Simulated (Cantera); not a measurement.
## Equilibrium for hydrogen reduction and annealing atmospheres: ZrO2 + H2 + H2O

Input: 1 mol ZrO2, 6 mol H2, 3.2 mol H2O, held at 23.0 Pa.

Cantera equilibrium calculation (NASA polynomials, part measured and part estimated; ideal gas, pure solids and liquids). Candidate condensed phases: H2O, Zr, ZrO2; 12 gas species. The numbers say what is thermodynamically allowed, not how fast it happens.

| T (K) | log p H2 | log p H2O | log p H | log p OH | log p O | log p O2 | log p ZrO2 | log p HO2 | n ZrO2(monoclinic) | n ZrO2(tetragonal) |
|---|---|---|---|---|---|---|---|---|---|---|
| 1348 | -3.82 | -4.10 | -7.55 | -9.61 | -13.37 | -13.95 | <-15 | <-15 | 1.00 | 0 |
| 1398 | -3.82 | -4.10 | -7.24 | -9.22 | -12.67 | -13.26 | <-15 | <-15 | 1.00 | 0 |
| 1448 | -3.82 | -4.10 | -6.95 | -8.84 | -12.02 | -12.62 | <-15 | <-15 | 1.00 | 0 |
| 1498 | -3.82 | -4.10 | -6.68 | -8.50 | -11.41 | -12.01 | <-15 | <-15 | 0 | 1.00 |
| 1548 | -3.82 | -4.10 | -6.42 | -8.17 | -10.84 | -11.45 | <-15 | <-15 | 0 | 1.00 |
| 1598 | -3.83 | -4.10 | -6.19 | -7.87 | -10.31 | -10.92 | -15.59 | <-15 | 0 | 1.00 |
| 1648 | -3.83 | -4.10 | -5.96 | -7.58 | -9.81 | -10.42 | -14.82 | -15.15 | 0 | 1.00 |
| 1698 | -3.83 | -4.10 | -5.75 | -7.31 | -9.34 | -9.95 | -14.09 | -14.67 | 0 | 1.00 |
| 1748 | -3.83 | -4.10 | -5.56 | -7.06 | -8.89 | -9.51 | -13.40 | -14.22 | 0 | 1.00 |
| 1798 | -3.83 | -4.10 | -5.37 | -6.82 | -8.47 | -9.09 | -12.76 | -13.80 | 0 | 1.00 |
| 1848 | -3.84 | -4.10 | -5.20 | -6.59 | -8.07 | -8.69 | -12.15 | -13.40 | 0 | 1.00 |
| 1898 | -3.85 | -4.11 | -5.03 | -6.38 | -7.69 | -8.31 | -11.57 | -13.01 | 0 | 1.00 |
| 1948 | -3.86 | -4.11 | -4.88 | -6.18 | -7.33 | -7.95 | -11.02 | -12.65 | 0 | 1.00 |
| 1998 | -3.87 | -4.12 | -4.73 | -5.98 | -6.98 | -7.60 | -10.50 | -12.30 | 0 | 1.000 |
log p: log10 of the partial pressure in bar; n: condensed amount in mol.

From 1348 K to 1448 K the condensed part is ZrO2(monoclinic). From 1498 K to 1998 K the condensed part is ZrO2(tetragonal).
